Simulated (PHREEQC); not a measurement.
A PHREEQC input (ion-association model, phreeqc.dat):

```
SOLUTION 1
  temp 25
  units mg/L
  pH 6.69
  pe 11.8
  Na 3.24
  K 0.00427
  Ca 3.86
  Mg 0.856
  Cl 4.66 charge
  Li 0.1 charge
  S(6) 9.42 as SO4
  Alkalinity 4.63 as HCO3
  B 0.00105
END
USE solution 1
EQUILIBRIUM_PHASES 1
  Gypsum 0 0
  CO2(g) -3.4 10
END
```

It stops with these messages:

```
ERROR: Charge balance specified for more than one species.
ERROR: Program terminating due to input errors.
```

The fault: two constituents marked charge. The line should read `Cl 4.66` where the input has `Cl 4.66 charge / Li 0.1 charge`. With the mend the run ends at pH 7.09 and ionic strength 0.000625 mol/kgw.
